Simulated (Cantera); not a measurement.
Charge: 1 mol SiH4, 160 mol H2, equilibrated at 725 °C and 0.0290 bar.

Cantera equilibrium calculation (NASA polynomials, part measured and part estimated; ideal gas, pure solids and liquids). Candidate condensed phases: Si; 9 gas species. Equilibrium is a limit: real reactors are often held back by kinetics, nucleation or transport.

Task: What is the equilibrium state?

Result: 
| Property | Result |
|---|---|
| x(H2) | 1.00 |
| n(Si(s)) | 1.000 mol |
| gas amount | 162.0 mol |
